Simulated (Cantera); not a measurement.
Input: 1 mol SiH2Cl2, a varied amount of NH3, 16 mol H2, held at 977 °C and 1.00 Torr.

Cantera equilibrium calculation (NASA polynomials, part measured and part estimated; ideal gas, pure solids and liquids). Candidate condensed phases: NH4Cl, Si, Si3N4; 28 gas species. Mutual solubility and eutectic melting of coexisting phases are not modelled. The tables' values for SiCl3 are old estimates; treat these amounts as uncertain. The numbers say what is thermodynamically allowed, not how fast it happens.

x: gas mole fraction; n: condensed amount in mol.

```
n(NH3) (mol)   x H2      x N2   x HCl   x SiCl2   x SiCl3   x SiCl4  x SiHCl3  n Si(s)  n Si3N4(s)
------------  -----  --------  ------  --------  --------  --------  --------  -------  ----------
0.42          0.910   9.47e-5  0.0737    0.0150  0.000739  0.000260  0.000114    0.387       0.104
0.59          0.911   9.47e-5  0.0730    0.0147  0.000717  0.000250  0.000111    0.262       0.147
0.83          0.913   9.47e-5  0.0720    0.0143  0.000686  0.000236  0.000106   0.0851       0.207
1.2           0.905  0.000715  0.0881   0.00560  0.000330  0.000139         …        0       0.293
1.6           0.897   0.00748  0.0942   0.00135   8.55e-5   3.87e-5         …        0       0.323
2.3           0.887    0.0225  0.0898  0.000596   3.62e-5   1.57e-5         …        0       0.329
3.3           0.876    0.0413  0.0828  0.000342   1.93e-5   7.76e-6         …        0       0.330
4.6           0.863    0.0617  0.0749  0.000217   1.11e-5   4.09e-6         …        0       0.331
6.4           0.850    0.0842  0.0661  0.000140   6.37e-6   2.08e-6         …        0       0.332
9             0.835     0.109  0.0564   8.75e-5   3.44e-6   9.67e-7         …        0       0.332
13            0.819     0.135  0.0460   5.15e-5   1.67e-6   3.86e-7         …        0       0.333
18            0.806     0.156  0.0374   3.13e-5   8.30e-7   1.58e-7         …        0       0.333
```

### Question
Some entries are withheld; supply them.

### Answer

- 1.2, x SiHCl3: 5.08e-5
- 1.6, x SiHCl3: 1.31e-5
- 2.3, x SiHCl3: 5.52e-6
- 3.3, x SiHCl3: 2.92e-6
- 4.6, x SiHCl3: 1.68e-6
- 6.4, x SiHCl3: 9.52e-7
- 9, x SiHCl3: 5.09e-7
- 13, x SiHCl3: 2.44e-7
- 18, x SiHCl3: 1.21e-7
